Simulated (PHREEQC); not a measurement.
A solution holds 11 mmol/kgw HNO3, 0.14 mmol/kgw H4SiO4 and 0.055 mmol/kgw CO2, at 25 °C. Closed to the air; pH follows from the charge balance.

Model: ion-association model, phreeqc.dat, run in PHREEQC.

| quantity | before | after |
|---|---|---|
| pH | 2.00 | 2.00 |
| (CO2)2 (mol/kgw) | 5.57e-11 | 1.39e-9 |
| SI of Quartz (SiO2) | +0.13 | +0.13 |

What was changed between the two runs?
(A) 0.00028 mol/kgw Sr(NO3)2 added
(B) CO2 from 5.5e-05 to 0.000275 mol/kgw
(C) temperature from 25 to 75 °C
(D) diluted 2-fold with water

B, CO2 from 5.5e-05 to 0.000275 mol/kgw

This is a speciation only: nothing precipitates in the calculation. Some of these states are supersaturated (in Quartz (slow to form), for instance).
